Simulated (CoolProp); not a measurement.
Aqueous magnesium chloride as a coolant, at -11 °C, 1 atm.

Model: Melinder's fits for secondary coolants, in CoolProp.

```json
[
 {"mass %": "13", "freezing point (°C)": "-13.1", "viscosity (mPa s)": "4.99", "density (kg/m³)": "?", "cp (kJ/(kg K))": "3.379", "Prandtl number": "32.9"},
 {"mass %": "16.7", "freezing point (°C)": "-20.3", "viscosity (mPa s)": "5.71", "density (kg/m³)": "1153", "cp (kJ/(kg K))": "?", "Prandtl number": "?"},
 {"mass %": "20.4", "freezing point (°C)": "?", "viscosity (mPa s)": "7.82", "density (kg/m³)": "1190", "cp (kJ/(kg K))": "3.006", "Prandtl number": "47.6"},
 {"mass %": "24.2", "freezing point (°C)": "-45.5", "viscosity (mPa s)": "30.4", "density (kg/m³)": "?", "cp (kJ/(kg K))": "2.850", "Prandtl number": "?"},
 {"mass %": "27.9", "freezing point (°C)": "-73.7", "viscosity (mPa s)": "1790", "density (kg/m³)": "?", "cp (kJ/(kg K))": "2.721", "Prandtl number": "11300"}
]
```

Question: Some entries are withheld; supply them.

Answer: 
- 13, density (kg/m³): 1118
- 16.7, cp (kJ/(kg K)): 3.183
- 16.7, Prandtl number: 36.0
- 20.4, freezing point (°C): -29.9
- 24.2, density (kg/m³): 1236
- 24.2, Prandtl number: 183
- 27.9, density (kg/m³): 1298
